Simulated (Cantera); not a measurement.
Feed: 1 mol Si, 0.017 mol O2, 1.4 mol H2, at 0.560 bar.

Cantera equilibrium calculation (NASA polynomials, part measured and part estimated; ideal gas, pure solids and liquids). Candidate condensed phases: H2O, Si, SiO2; 18 gas species. Mutual solubility and eutectic melting of coexisting phases are not modelled. The tables hold silica as quartz up to 1696 K and as liquid above; real silica turns to tridymite and cristobalite and melts near 1996 K. Rates play no part.

Q: At 1300 °C, list the 3 most abundant gas species with their mole fractions, and the condensed phases.

A: H2 0.997, SiO 0.00328, H 5.42e-5. Condensed: Si(s) + SiO2(β-quartz).
